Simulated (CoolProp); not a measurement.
Saturation properties of R142b.

Computed with CoolProp (reference Helmholtz-energy equation of state, Lemmon 2006). It is a short technical equation, of lower accuracy than the large ones.

```tsv
T (°C)	p (bar)	liquid cp (kJ/(kg K))	liquid viscosity (µPa s)
-79.15	0.01701	1.123	951
-74.75	0.02434	1.128	875
-70.25	0.03446	1.133	806
-65.75	0.04793	1.139	746
-61.35	0.06513	1.144	693
-56.85	0.08779	…	…
-52.45	…	1.157	602
-47.95	0.1520	1.163	563
-43.45	0.1969	…	528
-39.05	0.2507	…	496
-34.55	0.3176	1.185	467
-30.15	…	…	…
```

Task: Fill in the missing entries.

Result: 
- -56.85, liquid cp (kJ/(kg K)): 1.151
- -56.85, liquid viscosity (µPa s): 645
- -52.45, p (bar): 0.1159
- -43.45, liquid cp (kJ/(kg K)): 1.170
- -39.05, liquid cp (kJ/(kg K)): 1.177
- -30.15, p (bar): 0.3962
- -30.15, liquid cp (kJ/(kg K)): 1.192
- -30.15, liquid viscosity (µPa s): 440

It boils at -9.1 °C under 1 atm.

Viscosity comes from a separate model (Huber 2003), an estimate that may be off by 10 % or more.
